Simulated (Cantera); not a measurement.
Input (Python, Cantera) and output of one run.

```python
import numpy as np
import cantera as ct

gas_names = """
    F F2 N NF NF2 NF3 N2 Si SiF SiF2 SiF3 SiF4 SiN Si2 Si2N Si3
""".split()
cond_names = """
    Si(cr) Si(L) Si3N4(a)
""".split()


# ... load() reads the species with a 1 bar reference pressure and builds the phases ...
atoms = {
    'Si': {'Si': 1},
    'NF3': {'N': 1, 'F': 3},
}
top_T = {'Si3N4(a)': 2400}  # K; cautious upper limits of use, not melting points


# ... equilibrate(T, P, feed) seeds the gas with the atoms and calls Mixture.equilibrate('TP', solver="vcs", rtol=1e-11, max_steps=5000) ...
results = []
P = 10  # Pa
for T in [600, 675, 750, 825, 900, 975, 1050, 1125, 1200, 1275, 1350, 1425, 1500, 1575]:
    for m in [0.88, 1, 1.1, 1.3, 1.5, 1.7, 1.9, 2.2, 2.5, 2.8, 3.2, 3.6, 4.1]:
        feed = {'Si': 1, 'NF3': m}  # mol
        mix = equilibrate(T, P, feed)
        results.append((T, P, feed, dict(zip(mix.species_names, mix.species_moles))))

for T, P, feed, n in results:
    print(f"{T:7g} {feed['NF3']:10.4g}  " + (" + ".join(c for c in cond_names if n.get(c, 0) > 1e-12) or "gas only"))
```

Output:

```
    600       0.88  Si3N4(a)
    600          1  Si3N4(a)
    600        1.1  Si3N4(a)
    600        1.3  Si3N4(a)
    600        1.5  gas only
    600        1.7  gas only
    600        1.9  gas only
    600        2.2  gas only
    600        2.5  gas only
    600        2.8  gas only
    600        3.2  gas only
    600        3.6  gas only
    600        4.1  gas only
    675       0.88  Si3N4(a)
    675          1  Si3N4(a)
    675        1.1  Si3N4(a)
    675        1.3  Si3N4(a)
    675        1.5  gas only
    675        1.7  gas only
    675        1.9  gas only
    675        2.2  gas only
    675        2.5  gas only
    675        2.8  gas only
    675        3.2  gas only
    675        3.6  gas only
    675        4.1  gas only
    750       0.88  Si3N4(a)
    750          1  Si3N4(a)
    750        1.1  Si3N4(a)
    750        1.3  Si3N4(a)
    750        1.5  gas only
    750        1.7  gas only
    750        1.9  gas only
    750        2.2  gas only
    750        2.5  gas only
    750        2.8  gas only
    750        3.2  gas only
    750        3.6  gas only
    750        4.1  gas only
    825       0.88  Si3N4(a)
    825          1  Si3N4(a)
    825        1.1  Si3N4(a)
    825        1.3  Si3N4(a)
    825        1.5  gas only
    825        1.7  gas only
    825        1.9  gas only
    825        2.2  gas only
    825        2.5  gas only
    825        2.8  gas only
    825        3.2  gas only
    825        3.6  gas only
    825        4.1  gas only
    900       0.88  Si3N4(a)
    900          1  Si3N4(a)
    900        1.1  Si3N4(a)
    900        1.3  Si3N4(a)
    900        1.5  gas only
    900        1.7  gas only
    900        1.9  gas only
    900        2.2  gas only
    900        2.5  gas only
    900        2.8  gas only
    900        3.2  gas only
    900        3.6  gas only
    900        4.1  gas only
    975       0.88  Si3N4(a)
    975          1  Si3N4(a)
    975        1.1  Si3N4(a)
    975        1.3  Si3N4(a)
    975        1.5  gas only
    975        1.7  gas only
    975        1.9  gas only
    975        2.2  gas only
    975        2.5  gas only
    975        2.8  gas only
    975        3.2  gas only
    975        3.6  gas only
    975        4.1  gas only
   1050       0.88  Si3N4(a)
   1050          1  Si3N4(a)
   1050        1.1  Si3N4(a)
   1050        1.3  Si3N4(a)
   1050        1.5  gas only
   1050        1.7  gas only
   1050        1.9  gas only
   1050        2.2  gas only
   1050        2.5  gas only
   1050        2.8  gas only
   1050        3.2  gas only
   1050        3.6  gas only
   1050        4.1  gas only
   1125       0.88  Si3N4(a)
   1125          1  Si3N4(a)
   1125        1.1  Si3N4(a)
   1125        1.3  Si3N4(a)
   1125        1.5  gas only
   1125        1.7  gas only
   1125        1.9  gas only
   1125        2.2  gas only
   1125        2.5  gas only
   1125        2.8  gas only
   1125        3.2  gas only
   1125        3.6  gas only
   1125        4.1  gas only
   1200       0.88  Si3N4(a)
   1200          1  Si3N4(a)
   1200        1.1  Si3N4(a)
   1200        1.3  Si3N4(a)
   1200        1.5  gas only
   1200        1.7  gas only
   1200        1.9  gas only
   1200        2.2  gas only
   1200        2.5  gas only
   1200        2.8  gas only
   1200        3.2  gas only
   1200        3.6  gas only
   1200        4.1  gas only
   1275       0.88  Si3N4(a)
   1275          1  Si3N4(a)
   1275        1.1  Si3N4(a)
   1275        1.3  Si3N4(a)
   1275        1.5  gas only
   1275        1.7  gas only
   1275        1.9  gas only
   1275        2.2  gas only
   1275        2.5  gas only
   1275        2.8  gas only
   1275        3.2  gas only
   1275        3.6  gas only
   1275        4.1  gas only
   1350       0.88  Si3N4(a)
   1350          1  Si3N4(a)
   1350        1.1  Si3N4(a)
   1350        1.3  gas only
   1350        1.5  gas only
   1350        1.7  gas only
   1350        1.9  gas only
   1350        2.2  gas only
   1350        2.5  gas only
   1350        2.8  gas only
   1350        3.2  gas only
   1350        3.6  gas only
   1350        4.1  gas only
   1425       0.88  Si3N4(a)
   1425          1  Si3N4(a)
   1425        1.1  Si3N4(a)
   1425        1.3  gas only
   1425        1.5  gas only
   1425        1.7  gas only
   1425        1.9  gas only
   1425        2.2  gas only
   1425        2.5  gas only
   1425        2.8  gas only
   1425        3.2  gas only
   1425        3.6  gas only
   1425        4.1  gas only
   1500       0.88  Si(cr)
   1500          1  Si(cr)
   1500        1.1  gas only
   1500        1.3  gas only
   1500        1.5  gas only
   1500        1.7  gas only
   1500        1.9  gas only
   1500        2.2  gas only
   1500        2.5  gas only
   1500        2.8  gas only
   1500        3.2  gas only
   1500        3.6  gas only
   1500        4.1  gas only
   1575       0.88  Si(cr)
   1575          1  gas only
   1575        1.1  gas only
   1575        1.3  gas only
   1575        1.5  gas only
   1575        1.7  gas only
   1575        1.9  gas only
   1575        2.2  gas only
   1575        2.5  gas only
   1575        2.8  gas only
   1575        3.2  gas only
   1575        3.6  gas only
   1575        4.1  gas only
```

Method: chemical equilibrium by Gibbs-energy minimisation in Cantera with the NASA 1993 tables (ideal gas, pure condensed phases). The tables' values for SiF2, SiF3 are old estimates.
